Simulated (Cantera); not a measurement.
A perfectly stirred reactor is fed with 32.3 % CH4, 67.7 % N2, at 24.8 Torr; it is held at 1473 K, and followed from long to short residence time.

Model: GRI-Mech 3.0 (53 species, 325 reactions), integrated in Cantera. GRI-Mech 3.0 stops at C3 and has no aromatics, soot or wall deposition, so with more carbon than oxygen in the feed, carbon stays in small species such as C2H2 where larger ones or solid carbon would form. Radical loss at walls, strong at low pressure, is not modelled.

Question: Predict: x(CH4) at τ = 1.20 s; x(CH3) at τ = 1.20 s; x(H) at τ = 1.20 s; x(H2) at τ = 1.20 s; x(C2H) at τ = 1.20 s; x(CH4) at τ = 32.0 ms; x(CH3) at τ = 32.0 ms; x(H) at τ = 32.0 ms; x(H2) at τ = 32.0 ms.

Answer: 
```
Property                  Value
---------------------  --------
x(CH4) at τ = 1.20 s      0.274
x(CH3) at τ = 1.20 s   0.000363
x(H) at τ = 1.20 s      3.70e-6
x(H2) at τ = 1.20 s      0.0530
x(C2H) at τ = 1.20 s    1.71e-9
x(CH4) at τ = 32.0 ms     0.322
x(CH3) at τ = 32.0 ms  0.000148
x(H) at τ = 32.0 ms     4.55e-8
x(H2) at τ = 32.0 ms   0.000247
```
